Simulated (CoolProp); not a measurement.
Dodecamethylcyclohexasiloxane (D6) along the isobar 0.888 MPa: Z from the reference equation and from simpler models built on Tc = 645.8 K, pc = 0.9614 MPa, ω = 0.736; each cubic takes its own stable root.

The numbers come from the reference Helmholtz-energy equation of state, Colonna 2008 in CoolProp. It is a short technical equation, of lower accuracy than the large ones.

```json
[
 {"T (K)": "422.9", "phase": "liquid", "reference": "0.1350", "van der Waals": "0.2324", "Peng-Robinson": "0.1309"},
 {"T (K)": "439.4", "phase": "liquid", "reference": "0.1330", "van der Waals": "0.2277", "Peng-Robinson": "0.1282"},
 {"T (K)": "455.8", "phase": "liquid", "reference": "0.1314", "van der Waals": "0.2237", "Peng-Robinson": "0.1260"},
 {"T (K)": "472.2", "phase": "liquid", "reference": "0.1301", "van der Waals": "0.2204", "Peng-Robinson": "0.1242"},
 {"T (K)": "488.6", "phase": "liquid", "reference": "0.1292", "van der Waals": "0.2177", "Peng-Robinson": "0.1230"},
 {"T (K)": "505.1", "phase": "liquid", "reference": "0.1287", "van der Waals": "0.2157", "Peng-Robinson": "0.1222"},
 {"T (K)": "521.5", "phase": "liquid", "reference": "0.1286", "van der Waals": "0.2144", "Peng-Robinson": "0.1221"},
 {"T (K)": "537.9", "phase": "liquid", "reference": "0.1291", "van der Waals": "0.2140", "Peng-Robinson": "0.1226"},
 {"T (K)": "554.3", "phase": "liquid", "reference": "0.1301", "van der Waals": "0.2146", "Peng-Robinson": "0.1240"},
 {"T (K)": "570.7", "phase": "liquid", "reference": "0.1321", "van der Waals": "0.2166", "Peng-Robinson": "0.1266"},
 {"T (K)": "587.2", "phase": "liquid", "reference": "0.1352", "van der Waals": "0.2205", "Peng-Robinson": "0.1308"},
 {"T (K)": "603.6", "phase": "liquid", "reference": "0.1404", "van der Waals": "0.2275", "Peng-Robinson": "0.1378"},
 {"T (K)": "620", "phase": "liquid", "reference": "0.1492", "van der Waals": "0.2415", "Peng-Robinson": "0.1504"}
]
```
